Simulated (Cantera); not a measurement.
Cantera with NASA thermochemical tables; ideal gases at 1 bar, condensed phases pure. Values are per mole of reaction as written; species without (g) are pure solids or liquids, kept so even where they would boil at 1 bar.

Task: Between 300 and 2448 K, where is each reaction favourable under standard conditions?
- SiCl₄(g) ⇌ SiCl₂(g) + Cl₂(g)
- 4 Cl(g) + Si(g) ⇌ SiCl₄(g)

Result: 
- SiCl₄(g) ⇌ SiCl₂(g) + Cl₂(g): ΔG° is 442 kJ at 300 K and 98 kJ at 2448 K; it stays positive (K < 1). ΔH° is 471 kJ and ΔS° 153 J/K at 2448 K.
- 4 Cl(g) + Si(g) ⇌ SiCl₄(g): ΔG° is -1449 kJ at 300 K and -352 kJ at 2448 K; it stays negative (K > 1). ΔH° is -1606 kJ and ΔS° -512 J/K at 2448 K.
